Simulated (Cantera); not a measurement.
What does this Cantera script print?

```python
import numpy as np
import cantera as ct

gas = ct.Solution("gri30.yaml")


def delay(T, t_max=10):
    gas.TPX = T, 74000, {'CO': 1, 'H2': 1, 'O2': 1.09, 'N2': 4.09}
    reactor = ct.IdealGasConstPressureReactor(gas, clone=False)
    net = ct.ReactorNet([reactor])
    net.rtol, net.atol = 1e-8, 1e-16
    while net.time < t_max:
        t_old, T_old = net.time, reactor.T
        net.step()
        if reactor.T > T + 400:  # ignition: a rise of 400 K
            return t_old + (T + 400 - T_old) / (reactor.T - T_old) * (net.time - t_old)
    return np.nan


taus = []
for T in [1050, 1150, 1250, 1350, 1450, 1550, 1650, 1750, 1850, 1950]:
    taus.append(delay(T))
    print(f"T0 = {T:6g} K   tau = {taus[-1]:.4e} s")
```

Result:

```
T0 =   1050 K   tau = 1.9996e-04 s
T0 =   1150 K   tau = 1.0253e-04 s
T0 =   1250 K   tau = 6.7260e-05 s
T0 =   1350 K   tau = 5.1474e-05 s
T0 =   1450 K   tau = 4.4364e-05 s
T0 =   1550 K   tau = 4.2150e-05 s
T0 =   1650 K   tau = 4.3294e-05 s
T0 =   1750 K   tau = 4.6959e-05 s
T0 =   1850 K   tau = 5.2573e-05 s
T0 =   1950 K   tau = 5.9832e-05 s
```

Cantera simulation using GRI-Mech 3.0 (53 species, 325 reactions); the numbers are that mechanism's predictions, not measurements. Where the delays flatten at high temperature, the 400 K rule measures the pace of heat release, not the induction time.
